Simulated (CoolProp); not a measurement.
Vapour pressure (MPa) of sulfur dioxide: the reference equation beside estimates from Tc = 157.5 °C, pc = 7.887 MPa, ω = 0.256.

Computed with CoolProp (reference Helmholtz-energy equation of state, Gao 2016).

```json
[
 {"T (°C)": "22.75", "reference": "0.3635", "Lee-Kesler": "0.3629", "Soave-Redlich-Kwong": "0.3628"},
 {"T (°C)": "28.85", "reference": "0.4452", "Lee-Kesler": "0.4453", "Soave-Redlich-Kwong": "0.4450"},
 {"T (°C)": "35.05", "reference": "0.5420", "Lee-Kesler": "0.5429", "Soave-Redlich-Kwong": "0.5425"},
 {"T (°C)": "41.15", "reference": "0.6523", "Lee-Kesler": "0.6539", "Soave-Redlich-Kwong": "0.6537"},
 {"T (°C)": "47.25", "reference": "0.7787", "Lee-Kesler": "0.7813", "Soave-Redlich-Kwong": "0.7815"},
 {"T (°C)": "53.45", "reference": "0.9254", "Lee-Kesler": "0.9289", "Soave-Redlich-Kwong": "0.9300"},
 {"T (°C)": "59.55", "reference": "1.089", "Lee-Kesler": "1.093", "Soave-Redlich-Kwong": "1.096"},
 {"T (°C)": "65.75", "reference": "1.277", "Lee-Kesler": "1.282", "Soave-Redlich-Kwong": "1.286"},
 {"T (°C)": "71.85", "reference": "1.484", "Lee-Kesler": "1.490", "Soave-Redlich-Kwong": "1.497"},
 {"T (°C)": "77.95", "reference": "1.716", "Lee-Kesler": "1.721", "Soave-Redlich-Kwong": "1.732"}
]
```

Absolute difference from the reference over all 10 rows, mean and median: Lee-Kesler 0.3 and 0.3 %, Soave-Redlich-Kwong 0.5 and 0.4 %.
